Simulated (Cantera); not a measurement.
Mixture: 11.3 % CH3OH, 18.6 % O2, 70.1 % N2, at 0.790 bar, adiabatic and at constant volume. Ignition delay is the time to a rise of 400 K.

Cantera simulation using GRI-Mech 3.0 (53 species, 325 reactions); the numbers are that mechanism's predictions, not measurements. GRI-Mech 3.0 was tuned for natural gas; its chemistry of methanol as a main component is partial and can be far from experiment.

Predict: delay at 1025 K; delay at 1175 K; delay at 1325 K; delay at 1475 K; delay at 1625 K; apparent activation energy between 1475 and 1625 K.


* **delay at 1025 K**: 0.355 s
* **delay at 1175 K**: 17.9 ms
* **delay at 1325 K**: 1.85 ms
* **delay at 1475 K**: 0.331 ms
* **delay at 1625 K**: 88.5 µs
* **apparent activation energy between 1475 and 1625 K**: 180 kJ/mol
